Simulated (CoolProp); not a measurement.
Aqueous calcium chloride as a coolant, 25 % by mass, freezing at -29.0 °C, 1 atm.

Computed with CoolProp (Melinder's fits for secondary coolants).

| T (°C) | density (kg/m³) | cp (kJ/(kg K)) | viscosity (mPa s) | Prandtl number |
|---|---|---|---|---|
| -23.4 | 1245 | 2.790 | 9.03 | 49.8 |
| -18.3 | 1243 | 2.809 | 7.40 | 40.5 |
| -13.3 | 1241 | 2.826 | 6.18 | [?] |
| -8.2 | 1240 | 2.843 | 5.22 | 28.1 |
| -3.1 | 1238 | 2.859 | 4.46 | 23.8 |
| 1.9 | 1236 | 2.874 | 3.87 | 20.5 |
| 7 | 1234 | 2.889 | 3.38 | [?] |
| 12.1 | 1232 | 2.903 | 2.99 | 15.6 |
| 17.1 | 1230 | 2.917 | 2.66 | 13.8 |
| 22.2 | 1228 | 2.930 | 2.39 | 12.3 |
| 27.3 | 1225 | 2.942 | [?] | 11.0 |
| 32.3 | 1222 | 2.953 | 1.96 | [?] |

What belongs in the gaps?


- -13.3, Prandtl number: 33.6
- 7, Prandtl number: 17.8
- 27.3, viscosity (mPa s): 2.15
- 32.3, Prandtl number: 9.87
